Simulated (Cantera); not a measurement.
A closed system holds: 1 mol Si, 1.2 mol H₂, equilibrated at 1 atm.

Equilibrium computed with Cantera from the NASA thermochemical tables; the gas is ideal and each condensed phase is pure. Candidate condensed phases: Si; 9 gas species. Kinetics and transport are ignored. All values below are at 250 °C.

Base state: H₂ 1.00 (mole fractions); condensed: Si(s).

Q: What changes in the equilibrium state with this change: 0.0096 mol HF added?

A: 
| species | before | after |
|---|---|---|
| H₂ | 1.00 | 0.998 |
| SiF₄ | 0 | 0.00168 |
| SiHF₃ | 0 | 0.000365 |
| SiH₂F₂ | 0 | 6.45e-5 |
| Si(s), mol | 1.00 | 0.997 |
